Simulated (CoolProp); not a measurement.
R152A at 298.15 K and 0.211 MPa is compressed adiabatically to 0.923 MPa with isentropic efficiency 0.85. Each further row changes one setting.

Values from CoolProp's reference Helmholtz-energy equation of state, Outcalt 1996. It is a modified Benedict-Webb-Rubin equation, recast in Helmholtz form.

| case | work (kJ/kg) | final temperature (K) | final density (kg/m³) |
|---|---|---|---|
| as stated | … | … | 22.1 |
| efficiency 1 | … | 359.8 | … |
| efficiency 0.65 | … | … | … |

Q: Some entries are withheld; supply them.

A: 
- as stated, work (kJ/kg): 66.6
- as stated, final temperature (K): 367.5
- efficiency 1, work (kJ/kg): 56.6
- efficiency 1, final density (kg/m³): 22.8
- efficiency 0.65, work (kJ/kg): 87.1
- efficiency 0.65, final temperature (K): 383.1
- efficiency 0.65, final density (kg/m³): 20.9
